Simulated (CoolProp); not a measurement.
Properties of C3F8 (R218) along the isotherm 166.85 °C.

Model: reference Helmholtz-energy equation of state, Lemmon 2006, in CoolProp. It is a short technical equation, of lower accuracy than the large ones.

```
p (bar)          phase  cv (kJ/(kg K))  speed of sound (m/s)  viscosity (µPa s)  conductivity (mW/(m K))  fugacity coefficient
-------  -------------  --------------  --------------------  -----------------  -----------------------  --------------------
2.83               gas          0.9291                 141.0               18.2                     25.0                0.9858
5.66               gas          0.9306                 139.2               18.3                     25.2                0.9717
8.49               gas          0.9320                 137.4               18.5                     25.4                0.9577
11.3               gas          0.9336                 135.6               18.7                     25.6                0.9439
14.1               gas          0.9352                 133.8               18.9                     25.9                0.9303
17                 gas          0.9369                 131.9               19.2                     26.2                0.9164
19.8               gas          0.9386                 130.1               19.5                     26.5                0.9030
22.6               gas          0.9403                 128.4               19.8                     26.8                0.8898
25.5               gas          0.9421                 126.6               20.2                     27.1                0.8763
28.3     supercritical          0.9439                 125.0               20.7                     27.4                0.8634
31.1     supercritical          0.9457                 123.5               21.2                     27.8                0.8506
33.9     supercritical          0.9475                 122.1               21.8                     28.2                0.8381
36.8     supercritical          0.9493                 120.8               22.5                     28.6                0.8253
39.6     supercritical          0.9510                 119.7               23.2                     29.0                0.8131
```

Viscosity comes from a separate model (Huber 2003), an estimate that may be off by 10 % or more. Thermal conductivity comes from a separate model (Huber 2003), an estimate that may be off by 10 % or more.
